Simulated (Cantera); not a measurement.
A Cantera script and what it prints.

```python
import numpy as np
import cantera as ct

gas_names = """
    C CH CH2 CH3 CH4 C2 C2H C2H2,acetylene C2H2,vinylidene C2H3,vinyl C2H4 C2H5 C2H6 C3 C3H3,propargyl
    C3H4,allene C3H4,propyne C3H4,cyclo- C3H5,allyl C3H6,propylene C3H6,cyclo- C3H7,n-propyl
    C3H7,i-propyl C3H8 C4 C4H2 C4H4,1,3-cyclo- C4H6,butadiene C4H6,2-butyne C4H6,cyclo- C4H8,1-butene
    C4H8,cis2-buten C4H8,tr2-butene C4H8,isobutene C4H8,cyclo- C4H9,n-butyl C4H9,i-butyl C4H9,s-butyl
    C4H9,t-butyl C4H10,isobutane C4H10,n-butane C5 C5H6,1,3cyclo- C5H8,cyclo- C5H10,1-pentene
    C5H10,cyclo- C5H11,pentyl C5H11,t-pentyl C5H12,n-pentane C5H12,i-pentane CH3C(CH3)2CH3 C6H2
    C6H5,phenyl C6H6 C6H10,cyclo- C6H12,1-hexene C6H12,cyclo- C6H13,n-hexyl C7H7,benzyl C7H8
    C7H14,1-heptene C7H15,n-heptyl C7H16,n-heptane C8H8,styrene C8H10,ethylbenz C8H16,1-octene
    C8H17,n-octyl C8H18,isooctane C8H18,n-octane C9H19,n-nonyl C10H8,naphthale C10H21,n-decyl
    C12H9,o-bipheny C12H10,bipheny H H2 Si SiC SiC2 SiC4H12 SiH SiH2 SiH3 SiH4 Si2 Si2C Si3
""".split()
cond_names = """
    C(gr) C6H6(L) C7H8(L) C8H18(L),n-octa Si(cr) Si(L) SiC(b)
""".split()


def load(file, names, dense=False):
    # The tables refer to 1 bar. Condensed volumes are neglected.
    table = {s.name: s for s in ct.Species.list_from_file(file)}
    out = []
    for n in names:
        d = dict(table[n].input_data)
        d["thermo"] = dict(d["thermo"], **{"reference-pressure": 1e5})
        if dense:
            d["equation-of-state"] = {"model": "constant-volume", "density": "1e6 g/cm^3"}
        out.append(ct.Species.from_dict(d))
    return out


gas = ct.Solution(thermo="ideal-gas", species=load("nasa_gas.yaml", gas_names))
cond = {s.name: ct.Solution(thermo="fixed-stoichiometry", species=[s], name=s.name)
        for s in load("nasa_condensed.yaml", cond_names, dense=True)}
atoms = {
    'CH3SiH3': {'C': 1, 'H': 6, 'Si': 1},
    'H2': {'H': 2},
}
top_T = {'C(gr)': 4500, 'SiC(b)': 3050}  # K; cautious upper limits of use, not melting points


def equilibrate(T, P, feed):
    n = {}
    for name, mol in feed.items():
        for a, k in atoms[name].items():
            n[a] = n.get(a, 0.0) + k * mol
    gas.TPX = T, P, n
    mass = sum(n.values()) * gas.mean_molecular_weight
    gas.equilibrate("TP")
    valid = [c for c in cond.values() if c.min_temp <= T <= top_T.get(c.name, c.max_temp)]
    mix = ct.Mixture([(gas, mass / gas.mean_molecular_weight)] + [(c, 0.0) for c in valid])
    mix.T, mix.P = T, P
    mix.equilibrate("TP", solver="vcs", rtol=1e-11, max_steps=5000)
    return mix


results = []
feed = {'CH3SiH3': 1, 'H2': 280}  # mol
T = 2073  # K
P = 33000  # Pa
mix = equilibrate(T, P, feed)
results.append((T, P, feed, dict(zip(mix.species_names, mix.species_moles))))
print(gas.report(threshold=1e-06))
for i in range(1, mix.n_phases):
    print(f"{mix.phase(i).name:16s} {mix.phase_moles(i):12.5e} mol")
```

It prints:

```
       temperature   2073 K
          pressure   33000 Pa
           density   0.0038641 kg/m^3
  mean mol. weight   2.0182 kg/kmol
   phase of matter   gas

                          1 kg             1 kmol
                     ---------------   ---------------
          enthalpy        2.7989e+07        5.6489e+07  J
   internal energy        1.9449e+07        3.9253e+07  J
           entropy             98623        1.9904e+05  J/K
    Gibbs function       -1.7646e+08       -3.5613e+08  J
 heat capacity c_p             17035             34380  J/K
 heat capacity c_v             12915             26066  J/K

                      mass frac. Y      mole frac. X     chem. pot. / RT
                     ---------------   ---------------   ---------------
               CH3        1.8445e-05         2.476e-06           -35.335
               CH4        0.00021904        2.7555e-05            -45.69
    C2H2,acetylene        0.00090175        6.9895e-05           -29.253
                 H         0.0022811         0.0045672           -10.354
                H2           0.99407           0.99516           -20.709
                Si          0.001249        8.9752e-05           -7.3029
               SiH        0.00042638        2.9578e-05           -17.657
              SiH2        0.00069887        4.6858e-05           -28.012
              Si2C         0.0001118        3.3095e-06           -18.878
     [  +78 minor]        2.2439e-05        9.7844e-07

C(gr)             0.00000e+00 mol
Si(L)             0.00000e+00 mol
SiC(b)            9.50640e-01 mol
```

Method: chemical equilibrium by Gibbs-energy minimisation in Cantera with the NASA 1993 tables (ideal gas, pure condensed phases). The feed counts by its element totals alone. Gases not in the tables: Si2H6 and higher silanes.
